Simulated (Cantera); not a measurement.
## Adiabatic ignition

An adiabatic, constant-volume homogeneous reactor starts with 27.4 % H₂, 15.2 % O₂, 57.3 % N₂, equivalence ratio 0.90, at 1098 K and 2.00 bar.

Detailed kinetics in Cantera: the H2/O2 subset of GRI-Mech 3.0, which has no nitrogen chemistry.

```json
[
 {"t (s)": "9.00e-6", "T (K)": "1098", "P (bar)": "2.00", "x H₂": "0.274", "x O₂": "0.152", "x OH": "8.86e-10", "x H₂O₂": "8.92e-11", "x O": "2.10e-9", "x H": "1.54e-8", "x HO₂": "2.35e-8"},
 {"t (s)": "2.16e-5", "T (K)": "1098", "P (bar)": "2.00", "x H₂": "0.274", "x O₂": "0.152", "x OH": "1.70e-8", "x H₂O₂": "2.53e-9", "x O": "4.04e-8", "x H": "2.92e-7", "x HO₂": "4.66e-7"},
 {"t (s)": "5.20e-5", "T (K)": "1108", "P (bar)": "2.02", "x H₂": "0.273", "x O₂": "0.151", "x OH": "4.74e-5", "x H₂O₂": "6.27e-6", "x O": "6.52e-5", "x H": "0.000482", "x HO₂": "0.000160"},
 {"t (s)": "0.000125", "T (K)": "2952", "P (bar)": "4.80", "x H₂": "0.0294", "x O₂": "0.0234", "x OH": "0.0300", "x H₂O₂": "1.39e-6", "x O": "0.00673", "x H": "0.0107", "x HO₂": "1.78e-5"},
 {"t (s)": "0.000300", "T (K)": "2952", "P (bar)": "4.80", "x H₂": "0.0294", "x O₂": "0.0234", "x OH": "0.0300", "x H₂O₂": "1.39e-6", "x O": "0.00673", "x H": "0.0107", "x HO₂": "1.78e-5"},
 {"t (s)": "0.000721", "T (K)": "2952", "P (bar)": "4.80", "x H₂": "0.0294", "x O₂": "0.0234", "x OH": "0.0300", "x H₂O₂": "1.39e-6", "x O": "0.00673", "x H": "0.0107", "x HO₂": "1.78e-5"},
 {"t (s)": "0.00173", "T (K)": "2952", "P (bar)": "4.80", "x H₂": "0.0294", "x O₂": "0.0234", "x OH": "0.0300", "x H₂O₂": "1.39e-6", "x O": "0.00673", "x H": "0.0107", "x HO₂": "1.78e-5"},
 {"t (s)": "0.00416", "T (K)": "2952", "P (bar)": "4.80", "x H₂": "0.0294", "x O₂": "0.0234", "x OH": "0.0300", "x H₂O₂": "1.39e-6", "x O": "0.00673", "x H": "0.0107", "x HO₂": "1.78e-5"},
 {"t (s)": "0.00999", "T (K)": "2952", "P (bar)": "4.80", "x H₂": "0.0294", "x O₂": "0.0234", "x OH": "0.0300", "x H₂O₂": "1.39e-6", "x O": "0.00673", "x H": "0.0107", "x HO₂": "1.78e-5"},
 {"t (s)": "0.0240", "T (K)": "2952", "P (bar)": "4.80", "x H₂": "0.0294", "x O₂": "0.0234", "x OH": "0.0300", "x H₂O₂": "1.39e-6", "x O": "0.00673", "x H": "0.0107", "x HO₂": "1.78e-5"},
 {"t (s)": "0.0577", "T (K)": "2952", "P (bar)": "4.80", "x H₂": "0.0294", "x O₂": "0.0234", "x OH": "0.0300", "x H₂O₂": "1.39e-6", "x O": "0.00673", "x H": "0.0107", "x HO₂": "1.78e-5"},
 {"t (s)": "0.139", "T (K)": "2952", "P (bar)": "4.80", "x H₂": "0.0294", "x O₂": "0.0234", "x OH": "0.0300", "x H₂O₂": "1.39e-6", "x O": "0.00673", "x H": "0.0107", "x HO₂": "1.78e-5"},
 {"t (s)": "0.333", "T (K)": "2952", "P (bar)": "4.80", "x H₂": "0.0294", "x O₂": "0.0234", "x OH": "0.0300", "x H₂O₂": "1.39e-6", "x O": "0.00673", "x H": "0.0107", "x HO₂": "1.78e-5"},
 {"t (s)": "0.800", "T (K)": "2952", "P (bar)": "4.80", "x H₂": "0.0294", "x O₂": "0.0234", "x OH": "0.0300", "x H₂O₂": "1.39e-6", "x O": "0.00673", "x H": "0.0107", "x HO₂": "1.78e-5"}
]
```
x: mole fraction; the columns are a selection and need not sum to one.

```json
{
  "time_of_steepest_temperature_rise": "61.0 µs",
  "temperature at 0.800 s": "2952 K",
  "equilibrium_temperature": "2952 K",
  "x(H₂) at 0.800 s": "0.0294 (gas-phase equilibrium 0.0294)",
  "x(O₂) at 0.800 s": "0.0234 (gas-phase equilibrium 0.0234)",
  "x(OH) at 0.800 s": "0.0300 (gas-phase equilibrium 0.0300)"
}
```
